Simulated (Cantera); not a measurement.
Input: 1 mol Si, 0.82 mol Cl₂, 0.78 mol H₂, held at 777 °C.

Method: chemical equilibrium by Gibbs-energy minimisation in Cantera with the NASA 1993 tables (ideal gas, pure condensed phases). Candidate condensed phases: Si; 19 gas species. The tables' values for SiCl₃ are old estimates; treat these amounts as uncertain. Rates play no part.

log p: log10 of the partial pressure in bar; n: condensed amount in mol.

```
P (Pa)   log p H₂  log p SiCl₄  log p SiHCl₃  log p HCl  log p SiH₂Cl₂  n Si(s)
-------  --------  -----------  ------------  ---------  -------------  -------
10000       -1.21        -1.54         -2.25      -2.48          -3.91    0.578
31000         ___          ___           ___        ___            ___    0.572
98000       -0.22        -0.58         -1.04      -1.75          -2.44    0.564
310000       0.27        -0.10         -0.43      -1.38          -1.71    0.554
960000        ___          ___           ___        ___            ___    0.543
3000000      1.24         0.81          0.73      -0.67          -0.28    0.530
```

Fill in the missing entries.


- 960000, log p H₂: 0.75
- 960000, log p SiCl₄: 0.36
- 960000, log p SiHCl₃: 0.15
- 960000, log p HCl: -1.03
- 960000, log p SiH₂Cl₂: -0.99
- 31000, log p H₂: -0.72
- 31000, log p SiCl₄: -1.06
- 31000, log p SiHCl₃: -1.65
- 31000, log p HCl: -2.12
- 31000, log p SiH₂Cl₂: -3.18
